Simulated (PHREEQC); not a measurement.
**Copper plating or etch bath: an equilibrium model**

Make-up at 25 °C: 0.0051 mol CuCl2, 0.12 mol HCl and 0.0065 mol H3BO3 per kg of water. Closed to the air; pH follows from the charge balance.

Equilibrium calculation in PHREEQC: ion-association model, phreeqc.dat.

Precipitation was switched off in this run.

**Question.** Estimate the pH.

**Answer.** pH 1.01.

**Question.** In which forms is Cu present?

**Answer.** Cu+2 88 %, CuCl+ 11 % of the Cu.

Complexes and solids missing from the database can't appear.
